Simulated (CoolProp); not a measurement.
Properties of dodecamethylpentasiloxane (MD3M) along the isobar 3.46 MPa (Tc = 628.0 K, pc = 0.9540 MPa, ω = 0.730).

Values from CoolProp's reference Helmholtz-energy equation of state, Thol 2019.

| T (K) | phase | density (kg/m³) | cp (kJ/(kg K)) | cv (kJ/(kg K)) | speed of sound (m/s) | Joule-Thomson coefficient (K/MPa) |
|---|---|---|---|---|---|---|
| 367.6 | liquid | 809.4 | 1.861 | 1.608 | 768.5 | ___ |
| 398.2 | liquid | 780.4 | 1.924 | 1.677 | 689.7 | -0.3418 |
| 428.9 | liquid | ___ | 1.986 | 1.745 | 615.6 | -0.2972 |
| 459.5 | liquid | ___ | 2.046 | 1.810 | 546.2 | -0.2437 |
| 490.2 | liquid | ___ | 2.106 | 1.875 | 480.7 | -0.1770 |
| 520.8 | liquid | 656.4 | ___ | 1.937 | 419.3 | ___ |
| 551.5 | liquid | ___ | 2.226 | 1.998 | 361.3 | 0.02627 |
| 582.1 | liquid | 584.6 | 2.287 | 2.057 | 307.1 | 0.1919 |

Q: What belongs in the gaps?

A: 
- 367.6, Joule-Thomson coefficient (K/MPa): -0.3804
- 428.9, density (kg/m³): 750.8
- 459.5, density (kg/m³): 720.6
- 490.2, density (kg/m³): 689.2
- 520.8, cp (kJ/(kg K)): 2.166
- 520.8, Joule-Thomson coefficient (K/MPa): -0.09083
- 551.5, density (kg/m³): 621.7
